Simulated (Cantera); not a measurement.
Charge: 1 mol Si2Cl6, 7.8 mol NH3, equilibrated at 1773 K and 0.00480 bar.

These are equilibrium values from Cantera (NASA tables, ideal gas, pure condensed phases), not measurements of a reactor. The feed counts by its element totals alone. The tables' values for SiCl3, SiCl are old estimates; treat these amounts as uncertain. Gases not in the tables: Si2H6 and higher silanes. Rates play no part.

```csv
species,before,after
H2,0.562,0.563
N2,0.209,0.209
HCl,0.129,0.129
H,0.00308,0.00185
SiCl3,0.000644,0.00107
SiCl2,0.0950,0.0947
Si,0.000444,0.000160
SiHCl3,7.59e-6,2.10e-5
SiCl4,7.42e-6,2.05e-5
Cl,0.000543,0.000325
SiCl,0.000538,0.000323
Si2N,1.12e-5,6.72e-6
"Si(l), mol",0.197,0.206
```
Gas species are given as mole fractions.

**Question.** What was changed between the two runs?
(A) pressure from 0.00480 bar to 0.0133 bar
(B) Si2Cl6 replaced by SiCl4
(C) NH3 from 7.8 to 20 mol
(D) temperature from 1773 K to 1123 K

**Answer.** A, pressure from 0.00480 bar to 0.0133 bar
